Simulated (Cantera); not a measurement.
A closed system holds: 1 mol CH₃Cl, 7.2 mol H₂, equilibrated at 1000 Pa.

These are equilibrium values from Cantera (NASA tables, ideal gas, pure condensed phases), not measurements of a reactor. Candidate condensed phases: C, C₆H₆, C₇H₈, C₈H₁₈; 91 gas species. Equilibrium is a limit: real reactors are often held back by kinetics, nucleation or transport.

Over these rows the condensed part is C(graphite). Partial pressures as log10 of bar:

```json
[
 {"T (K)": "1848", "1000/T (1/K)": "0.5411", "log p C₂H₂ (acetylene)": "-5.64", "log p H₂": "-2.05", "log p HCl": "-2.97", "log p H": "-4.30"},
 {"T (K)": "2048", "1000/T (1/K)": "0.4883", "log p C₂H₂ (acetylene)": "-5.04", "log p H₂": "-2.06", "log p HCl": "-2.98", "log p H": "-3.68"},
 {"T (K)": "2248", "1000/T (1/K)": "0.4448", "log p C₂H₂ (acetylene)": "-4.56", "log p H₂": "-2.08", "log p HCl": "-3.00", "log p H": "-3.18"},
 {"T (K)": "2448", "1000/T (1/K)": "0.4085", "log p C₂H₂ (acetylene)": "-4.20", "log p H₂": "-2.14", "log p HCl": "-3.07", "log p H": "-2.77"},
 {"T (K)": "2648", "1000/T (1/K)": "0.3776", "log p C₂H₂ (acetylene)": "?", "log p H₂": "-2.26", "log p HCl": "-3.21", "log p H": "-2.46"},
 {"T (K)": "2848", "1000/T (1/K)": "0.3511", "log p C₂H₂ (acetylene)": "-3.88", "log p H₂": "-2.47", "log p HCl": "-3.46", "log p H": "-2.25"}
]
```

Problem. Fit log p(C₂H₂ (acetylene)) = a + b·(1000/T) to the five rows, give the apparent enthalpy, and predict the row at 2648 K.

Solution. Means: 1000/T = 0.4468, log p = -4.664. Sxy = -0.200649, Sxx = 0.0212441, so b = -9.44 and a = -4.664 − (-9.44)×0.4468 = -0.45.
Apparent enthalpy: −19.145 × (-9.44) = 181 kJ/mol. With the condensed phases at unit activity, 2 C(graphite) + H₂(g) = C₂H₂ (acetylene)(g) links this pressure to the main gases: over the six rows their terms move log p by -0.42 in all, so the slope isn't that reaction's ΔH° alone. The five rows lie within 0.12 of the line; that is curvature, so one enthalpy describes this range poorly.
Prediction at 2648 K: -0.45 + (-9.44)×0.3776 = -4.01. The computed value is -3.97, 0.04 from the line.
